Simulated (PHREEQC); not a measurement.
Consider water at 80 °C with 108 mmol/kgw MnSO4, 38 mmol/kgw ZnCl2 and 0.04 mmol/kgw NaHCO3. Closed to the air; pH follows from the charge balance.

Computed with PHREEQC (ion-association model, phreeqc.dat).

No solid was allowed to form.

**Question.** Order these Zn species by the share of Zn that they hold, largest first: ZnSO4, ZnCl2, Zn(SO4)2-2, Zn+2, ZnCl+.

**Answer.** Zn+2 (46 %), ZnSO4 (31 %), ZnCl+ (15 %), Zn(SO4)2-2 (6.7 %), ZnCl2 (0.53 %)

The pH is 5.36 and the ionic strength 0.262 mol/kgw. Species that the database lacks are ignored. At this temperature some constants are extrapolated from 25 °C, and those without enthalpy data are left unchanged.
